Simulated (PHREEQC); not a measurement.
Make-up at 80 °C: 0.275 mol HF per kg of water. Closed to the air; pH follows from the charge balance.

Model: ion-association model, wateq4f.dat, run in PHREEQC.

This is a speciation only: nothing precipitates in the calculation.

Q: Order these F species by the share of F that they hold, largest first: H2F2, HF, HF2-, F-.

A: HF (83 %), H2F2 (11 %), HF2- (4.1 %), F- (2.1 %)

The pH is 1.99 and the ionic strength 0.0113 mol/kgw. Species that the database lacks are ignored. wateq4f.dat counts part of the HF as a dimer, H2F2, which phreeqc.dat doesn't know; its constant is uncertain. At this temperature some constants are extrapolated from 25 °C, and those without enthalpy data are left unchanged.
